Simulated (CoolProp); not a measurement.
Model: reference Helmholtz-energy equation of state, Akasaka 2019, in CoolProp.

**Question.** For R1234ze(Z), give the phase and the density (kg/m³), expansivity (1/kK), fugacity coefficient at 370.6 K and 11.8 MPa; 382.1 K and 11.8 MPa; 393.7 K and 11.8 MPa.

**Answer.** 
- 370.6 K and 11.8 MPa: liquid; density 1080, expansivity 2.59, fugacity coefficient 0.124
- 382.1 K and 11.8 MPa: liquid; density 1050, expansivity 2.78, fugacity coefficient 0.150
- 393.7 K and 11.8 MPa: liquid; density 1010, expansivity 3.02, fugacity coefficient 0.180
